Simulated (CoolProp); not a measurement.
n-pentane along the isobar 406 kPa: density (kg/m³) from the reference equation and from simpler models built on Tc = 469.7 K, pc = 3368 kPa, ω = 0.251; each cubic takes its own stable root.

Computed with CoolProp (reference Helmholtz-energy equation of state, Thol 2019).

| T (K) | phase | reference |
|---|---|---|
| 199.1 | liquid | 713.6 |
| 215.7 | liquid | 698.7 |
| 232.3 | liquid | 683.7 |
| 248.9 | liquid | 668.6 |
| 265.5 | liquid | 653.2 |
| 282.1 | liquid | 637.4 |
| 298.6 | liquid | 621.2 |
| 315.2 | liquid | 604.2 |
| 331.8 | liquid | 586.4 |
| 348.4 | liquid | 567.6 |
| 365 | gas | 10.81 |
| 381.6 | gas | 10.15 |

### Question
How far does each simpler model (Redlich-Kwong, Soave-Redlich-Kwong) lie from the reference over these 12 states: mean and median of the absolute difference, and the worst?

### Answer
- Redlich-Kwong: mean 17.1 %, median 11.3 %, worst -98.0 % at 348.4 K and 406 kPa
- Soave-Redlich-Kwong: mean 7.8 %, median 9.0 %, worst -10.2 % at 199.1 K and 406 kPa

At some of these states Redlich-Kwong gives the other phase, because its saturation line lies elsewhere.
